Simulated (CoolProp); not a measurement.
Methane along the isobar 2.62 MPa: fugacity coefficient from the reference equation and from simpler models built on Tc = -82.6 °C, pc = 4.599 MPa, ω = 0.011; each cubic takes its own stable root.

Model: reference Helmholtz-energy equation of state, Setzmann 1991, in CoolProp.

```json
[
 {"T (°C)": "-118.65", "phase": "liquid", "reference": "0.4219"},
 {"T (°C)": "-74.75", "phase": "gas", "reference": "0.8353"},
 {"T (°C)": "-30.75", "phase": "gas", "reference": "0.9113"},
 {"T (°C)": "13.25", "phase": "gas", "reference": "0.9492"},
 {"T (°C)": "57.15", "phase": "gas", "reference": "0.9704"},
 {"T (°C)": "101.15", "phase": "gas", "reference": "0.9832"},
 {"T (°C)": "145.05", "phase": "gas", "reference": "0.9913"},
 {"T (°C)": "189.05", "phase": "gas", "reference": "0.9966"}
]
```

Q: How far does each simpler model (Soave-Redlich-Kwong, Peng-Robinson) lie from the reference over these 8 states: mean and median of the absolute difference, and the worst?

A: 
- Soave-Redlich-Kwong: mean 0.4 %, median 0.2 %, worst +1.5 % at -118.65 °C and 2.62 MPa
- Peng-Robinson: mean 1.1 %, median 0.8 %, worst -2.3 % at -74.75 °C and 2.62 MPa
